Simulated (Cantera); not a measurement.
**Transport properties of process gases**

Gas mixture: 11.9 % CH3OH, 47.5 % H2O, 40.6 % C2H2, at 0.0132 atm, frozen composition.

Cantera's kinetic-theory transport with the Lennard-Jones parameters of GRI-Mech 3.0, ideal gas; thermal conductivity in the mixture-averaged form. Polar gases are described roughly by these parameters. The composition is frozen, though it would react at the higher temperatures.

```json
[
 {"T (K)": "400", "ρ (kg/m³)": "0.00919", "cp (J/kg/K)": "1866", "μ (µPa s)": "13.7", "λ (mW/m/K)": "35.3", "Pr": "0.725", "D (cm²/s) NH3": "23.8", "D (cm²/s) OH": "38.0", "D (cm²/s) CH4": "25.6"},
 {"T (K)": "650", "ρ (kg/m³)": "0.00566", "cp (J/kg/K)": "2186", "μ (µPa s)": "21.6", "λ (mW/m/K)": "64.5", "Pr": "0.733", "D (cm²/s) NH3": "61.7", "D (cm²/s) OH": "89.6", "D (cm²/s) CH4": "62.3"},
 {"T (K)": "900", "ρ (kg/m³)": "0.00409", "cp (J/kg/K)": "2431", "μ (µPa s)": "28.8", "λ (mW/m/K)": "95.7", "Pr": "0.730", "D (cm²/s) NH3": "114", "D (cm²/s) OH": "157", "D (cm²/s) CH4": "111"},
 {"T (K)": "1150", "ρ (kg/m³)": "0.00320", "cp (J/kg/K)": "2643", "μ (µPa s)": "35.3", "λ (mW/m/K)": "128", "Pr": "0.730", "D (cm²/s) NH3": "179", "D (cm²/s) OH": "237", "D (cm²/s) CH4": "169"},
 {"T (K)": "1400", "ρ (kg/m³)": "0.00263", "cp (J/kg/K)": "2813", "μ (µPa s)": "41.2", "λ (mW/m/K)": "159", "Pr": "0.729", "D (cm²/s) NH3": "254", "D (cm²/s) OH": "330", "D (cm²/s) CH4": "236"},
 {"T (K)": "1650", "ρ (kg/m³)": "0.00223", "cp (J/kg/K)": "2950", "μ (µPa s)": "46.8", "λ (mW/m/K)": "190", "Pr": "0.726", "D (cm²/s) NH3": "340", "D (cm²/s) OH": "435", "D (cm²/s) CH4": "311"},
 {"T (K)": "1900", "ρ (kg/m³)": "0.00194", "cp (J/kg/K)": "3058", "μ (µPa s)": "52.0", "λ (mW/m/K)": "220", "Pr": "0.724", "D (cm²/s) NH3": "435", "D (cm²/s) OH": "550", "D (cm²/s) CH4": "395"},
 {"T (K)": "2150", "ρ (kg/m³)": "0.00171", "cp (J/kg/K)": "3145", "μ (µPa s)": "57.0", "λ (mW/m/K)": "248", "Pr": "0.721", "D (cm²/s) NH3": "538", "D (cm²/s) OH": "675", "D (cm²/s) CH4": "485"}
]
```
D: mixture-averaged diffusion coefficient of that species in the mixture.
